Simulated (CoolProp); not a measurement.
Vapour-liquid equilibrium of toluene (1) + m-xylene (2) at 282.3 K; x and y are mole fractions of (1).

Computed with CoolProp (multi-fluid Helmholtz-energy mixture model, Lemmon 2006 and Zhou 2012; pair parameters Bell 2016).

```tsv
x	bubble pressure (bar)	y at the bubble point	dew pressure at overall composition x (bar)	liquid density (mol/L)
0.05	0.004849	0.178	0.004363	8.283
0.15	0.006192	0.425	0.004735	8.399
0.25	0.007538	0.583	0.005177	8.516
0.35	0.008843	0.691	0.005713	8.637
0.45	0.01008	0.768	0.006374	8.761
0.55	0.01124	0.827	0.007210	8.888
0.65	0.01232	0.873	0.008299	9.019
0.75	0.01335	0.913	0.009760	9.155
0.85	0.01435	0.948	0.01176	9.296
0.95	0.01535	0.983	0.01440	9.442
```

No azeotrope shows between x = 0.05 and 0.95.

Pair parameters are fitted to limited data, so mixtures are less certain than the pure fluids.
